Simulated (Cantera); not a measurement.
What does this Cantera script print?

```python
import numpy as np
import cantera as ct

surf = ct.Interface("diamond.yaml", "diamond_100")
gas, bulk = surf.adjacent["gas"], surf.adjacent["diamond"]
k = surf.kinetics_species_index(bulk.species_names[0])
cover = ["c6HH", "c6H*", "c6*H", "c6**", "c6HM", "c6B"]

rows, drift = [], 0.0
print(f"{'P':>10s}{'um/h':>11s}" + "".join(f"{s:>11s}" for s in cover))
for v in [400, 790, 1600, 3100, 6100, 12000, 24000, 47000]:
    T, P, xH, xCH3 = 1175, v, 0.00082, 2.9e-05
    gas.TPX = T, P, {"H": xH, "CH3": xCH3, "CH4": 0.026, "H2": 1 - xH - xCH3 - 0.026}
    surf.TP = bulk.TP = T, P
    surf.coverages = "c6H*:0.1, c6HH:0.9"
    surf.advance_coverages(100.0)
    before = surf.coverages
    surf.advance_coverages(100.0)
    drift = max(drift, np.max(np.abs(surf.coverages - before) / (surf.coverages + 1e-9)))
    rate = surf.net_production_rates[k] * bulk.mean_molecular_weight / bulk.density * 3.6e9
    rows.append([rate, *surf[cover].coverages])
    print(f"{v:10.4g}{rate:11.4e}" + "".join(f"{x:11.3e}" for x in rows[-1][1:]))
```

Output:

```
         P       um/h       c6HH       c6H*       c6*H       c6**       c6HM        c6B
       400 5.7334e-03  4.805e-01  3.452e-02  4.646e-01  1.995e-02  6.686e-05  1.556e-11
       790 1.3118e-02  4.805e-01  3.452e-02  4.646e-01  1.995e-02  1.325e-04  3.560e-11
      1600 3.2849e-02  4.804e-01  3.451e-02  4.645e-01  1.994e-02  2.659e-04  8.914e-11
      3100 8.4182e-02  4.802e-01  3.450e-02  4.643e-01  1.993e-02  5.020e-04  2.284e-10
      6100 2.3899e-01  4.799e-01  3.448e-02  4.639e-01  1.992e-02  9.364e-04  6.485e-10
   1.2e+04 7.1214e-01  4.794e-01  3.445e-02  4.633e-01  1.989e-02  1.668e-03  1.932e-09
   2.4e+04 2.1693e+00  4.785e-01  3.440e-02  4.624e-01  1.986e-02  2.794e-03  5.886e-09
   4.7e+04 6.0338e+00  4.775e-01  3.436e-02  4.613e-01  1.982e-02  4.174e-03  1.637e-08
```

Computed with Cantera and the Harris–Goodwin 1993 mechanism for the reconstructed diamond (100) surface.
